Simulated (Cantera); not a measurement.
An isothermal, constant-pressure homogeneous reactor starts with C3H8 : H2 = 1 : 2.6 (molar parts), at 1400 K and 0.0563 atm. Integrator tolerance rtol = 1e-08.

Detailed kinetics in Cantera: GRI-Mech 3.0 (53 species, 325 reactions). GRI-Mech 3.0 was tuned for natural gas; its chemistry of propane as a main component is partial and can be far from experiment. GRI-Mech 3.0 stops at C3 and has no aromatics, soot or wall deposition, so with more carbon than oxygen in the feed, carbon stays in small species such as C2H2 where larger ones or solid carbon would form.

Problem. What does this change do: pressure from 0.0563 atm to 0.00197 atm?

Solution. 
```json
[
 {"quantity": "x(C3H8) at 30.0 s", "before": "4.17e-9 (gas-phase equilibrium 2.21e-9)", "after": "1.24e-9 (gas-phase equilibrium <1e-12)"},
 {"quantity": "x(H2) at 30.0 s", "before": "0.686 (gas-phase equilibrium 0.739)", "after": "0.654 (gas-phase equilibrium 0.771)"},
 {"quantity": "x(H) at 30.0 s", "before": "1.21e-5 (gas-phase equilibrium 1.76e-5)", "after": "3.75e-5 (gas-phase equilibrium 9.62e-5)"},
 {"quantity": "x(CH3) at 30.0 s", "before": "4.12e-5 (gas-phase equilibrium 2.13e-5)", "after": "0.000186 (gas-phase equilibrium 4.33e-6)"},
 {"quantity": "x(C2H) at 30.0 s", "before": "3.25e-9 (gas-phase equilibrium 4.84e-9)", "after": "1.01e-8 (gas-phase equilibrium 2.74e-8)"},
 {"quantity": "x(C2H6) at 30.0 s", "before": "1.37e-5 (gas-phase equilibrium 5.98e-6)", "after": "1.06e-5 (gas-phase equilibrium 8.68e-9)"}
]
```
Radical loss at walls, strong at low pressure, is not modelled.

Problem. What does this change do: H2 2.6 to 20 parts?

Solution. 
```csv
quantity,before,after
x(C3H8) at 30.0 s,4.17e-9 (gas-phase equilibrium 2.21e-9),5.03e-10 (gas-phase equilibrium 4.16e-10)
x(H2) at 30.0 s,0.686 (gas-phase equilibrium 0.739),0.914 (gas-phase equilibrium 0.921)
x(H) at 30.0 s,1.21e-5 (gas-phase equilibrium 1.76e-5),1.79e-5 (gas-phase equilibrium 1.97e-5)
x(CH3) at 30.0 s,4.12e-5 (gas-phase equilibrium 2.13e-5),1.65e-5 (gas-phase equilibrium 1.26e-5)
x(C2H) at 30.0 s,3.25e-9 (gas-phase equilibrium 4.84e-9),8.07e-10 (gas-phase equilibrium 9.86e-10)
x(C2H6) at 30.0 s,1.37e-5 (gas-phase equilibrium 5.98e-6),2.60e-6 (gas-phase equilibrium 2.11e-6)
```

Problem. What does this change do: temperature 1400 to 1523 K?

Solution. 
| quantity | before | after |
|---|---|---|
| x(C3H8) at 30.0 s | 4.17e-9 (gas-phase equilibrium 2.21e-9) | 1.44e-10 (gas-phase equilibrium 1.04e-10) |
| x(H2) at 30.0 s | 0.686 (gas-phase equilibrium 0.739) | 0.761 (gas-phase equilibrium 0.763) |
| x(H) at 30.0 s | 1.21e-5 (gas-phase equilibrium 1.76e-5) | 8.36e-5 (gas-phase equilibrium 8.52e-5) |
| x(CH3) at 30.0 s | 4.12e-5 (gas-phase equilibrium 2.13e-5) | 3.52e-5 (gas-phase equilibrium 2.69e-5) |
| x(C2H) at 30.0 s | 3.25e-9 (gas-phase equilibrium 4.84e-9) | 5.26e-8 (gas-phase equilibrium 5.37e-8) |
| x(C2H6) at 30.0 s | 1.37e-5 (gas-phase equilibrium 5.98e-6) | 9.25e-7 (gas-phase equilibrium 6.87e-7) |
